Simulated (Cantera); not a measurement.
Source: NASA polynomial tables (part measured, part estimated), evaluated in Cantera. Values are per mole of reaction as written; species without (g) are pure solids or liquids, kept so even where they would boil at 1 bar.

3 CuF2(g) + 2 CH3F(g) = 3 H2(g) + 2 CF4(g) + 3 Cu

```tsv
T (K)	ΔH° (kJ)	ΔS° (J/K)	ΔG° (kJ)	log10 K	condensed phases
300	-589.9	-232.2	-520.3	90.58	Cu(s)
2525	…	…	…	…	Cu(l)
2600	…	…	…	…	Cu(l)
2675	-436.1	-85.6	-207.0	4.04	Cu(l)
2750	-433.6	-84.7	-200.6	3.81	Cu(l)
2825	…	…	…	…	Cu(l)
```

Problem. Complete the blanks.

Solution. 
- 2525, ΔH° (kJ): -441.2
- 2525, ΔS° (J/K): -87.6
- 2525, ΔG° (kJ): -220.0
- 2525, log10 K: 4.55
- 2600, ΔH° (kJ): -438.6
- 2600, ΔS° (J/K): -86.6
- 2600, ΔG° (kJ): -213.4
- 2600, log10 K: 4.29
- 2825, ΔH° (kJ): -431.1
- 2825, ΔS° (J/K): -83.8
- 2825, ΔG° (kJ): -194.3
- 2825, log10 K: 3.59
